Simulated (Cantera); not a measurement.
Ignition delay

Mixture: H2 : O2 : N2 : NO = 1 : 0.725 : 2.72 : 0.016 (molar parts), at 56000 Pa, adiabatic and at constant volume. Ignition delay is the time to a rise of 400 K.

Detailed kinetics in Cantera: GRI-Mech 3.0 (53 species, 325 reactions). The mechanism lacks 2 NO + O2 → 2 NO2 and HONO, so NO2 and the effect of NO are under-described below about 1400 K. Where the delays flatten at high temperature, the 400 K rule measures the pace of heat release, not the induction time.

```tsv
T0 (K)	delay (ms)
1000	0.278
1050	0.189
1100	0.136
1150	0.102
1200	0.0802
1250	0.0650
```
